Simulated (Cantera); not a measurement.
Equilibrium for silicon etching in halogen gases: Si + NF3

A closed system holds: 1 mol Si, a varied amount of NF3, equilibrated at 275 °C and 0.00310 bar.

Method: chemical equilibrium by Gibbs-energy minimisation in Cantera with the NASA 1993 tables (ideal gas, pure condensed phases). Candidate condensed phases: Si, Si3N4; 16 gas species. Equilibrium is a limit: real reactors are often held back by kinetics, nucleation or transport.

| n(NF3) (mol) | log p SiF4 | log p NF3 | log p N2 | log p F2 | log p F | n Si(s) | n Si3N4(s) |
|---|---|---|---|---|---|---|---|
| 0.62 | -2.51 | <-14 | <-14 | <-14 | <-14 | 0.0700 | 0.155 |
| 0.85 | -2.62 | <-14 | -3.16 | <-14 | <-14 | 0 | 0.121 |
| 1.2 | -2.71 | <-14 | -2.94 | <-14 | <-14 | 0 | 0.0333 |
| 1.6 | -2.80 | -3.38 | -2.97 | -4.77 | -6.90 | 0 | 0 |
| 2.1 | -2.90 | -3.02 | -3.07 | -4.49 | -6.77 | 0 | 0 |
| 2.9 | -3.02 | -2.84 | -3.19 | -4.33 | -6.68 | 0 | 0 |
| 4 | -3.15 | -2.73 | -3.31 | -4.22 | -6.63 | 0 | 0 |
log p: log10 of the partial pressure in bar; n: condensed amount in mol.

At 0.62 mol NF3 the condensed part is Si(s) + Si3N4(s). From 0.85 mol NF3 to 1.2 mol NF3 the condensed part is Si3N4(s). From 1.6 mol NF3 to 4 mol NF3 nothing is condensed. The main Si-bearing gas is SiF4 throughout.
